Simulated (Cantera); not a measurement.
Charge: 1 mol B2O3, 0.52 mol NF3, 0.6 mol N2, at 848 K and 4.90 Pa.

Method: chemical equilibrium by Gibbs-energy minimisation in Cantera with the NASA 1993 tables (ideal gas, pure condensed phases). Candidate condensed phases: B, BN, B2O3; 31 gas species. The numbers say what is thermodynamically allowed, not how fast it happens.

Base state: N2 0.486, BF3 0.272, O2 0.220, B3O3F3 0.0215, BOF 0.000398 (mole fractions); condensed: B2O3(l).

Q: What changes in the equilibrium state with this change: B2O3 replaced by CuO?

A: 
| species | before | after |
|---|---|---|
| N2 | 0.486 | 0.687 |
| O2 | 0.220 | 0.312 |
| CuF2 | 0 | 0.000994 |
| BF3 | 0.272 | 0 |
| B3O3F3 | 0.0215 | 0 |
| BOF | 0.000398 | 0 |
| CuF | 0 | 7.63e-5 |
| B2O3(l), mol | 0.702 | 0 |
| CuF2(s), mol | 0 | 0.779 |
| CuO(s), mol | 0 | 0.220 |
Further candidate phases: Cu, CuF2, CuO, Cu2O.

Q: What changes in the equilibrium state with this change: temperature from 848 K to 750 K?

A: 
| species | before | after |
|---|---|---|
| N2 | 0.486 | 0.486 |
| BF3 | 0.272 | 0.278 |
| O2 | 0.220 | 0.220 |
| B3O3F3 | 0.0215 | 0.0162 |
| BOF | 0.000398 | 1.17e-5 |
| B2O3(l), mol | 0.702 | 0.711 |
